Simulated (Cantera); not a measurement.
An isothermal, constant-pressure homogeneous reactor starts with 22.2 % CH4, 44.4 % CO2, 33.3 % H2, at 1425 K and 10.0 bar.

Computed with Cantera and GRI-Mech 3.0 (53 species, 325 reactions).

x: mole fraction; the columns are a selection and need not sum to one.

```csv
t (s),x CH4,x CO2,x H2,x C2H4,x CH3,x H
0.000500,0.222,0.444,0.333,3.24e-6,1.10e-5,8.16e-7
0.00198,0.222,0.443,0.332,3.85e-5,1.19e-5,8.86e-7
0.00783,0.221,0.440,0.329,0.000271,1.26e-5,9.28e-7
0.0310,0.219,0.426,0.318,0.00104,1.31e-5,9.44e-7
0.122,0.211,0.374,0.275,0.00318,?,9.35e-7
0.485,0.185,0.252,0.183,0.00842,1.62e-5,7.98e-7
1.92,0.149,0.175,0.156,0.0138,1.63e-5,8.47e-7
7.58,0.143,0.160,0.173,0.0105,?,9.00e-7
30.0,0.123,0.131,0.217,0.00503,?,1.01e-6
```

Task: Complete the blanks.

Result: 
- 0.122, x CH3: 1.44e-5
- 7.58, x CH3: 1.49e-5
- 30.0, x CH3: 1.15e-5
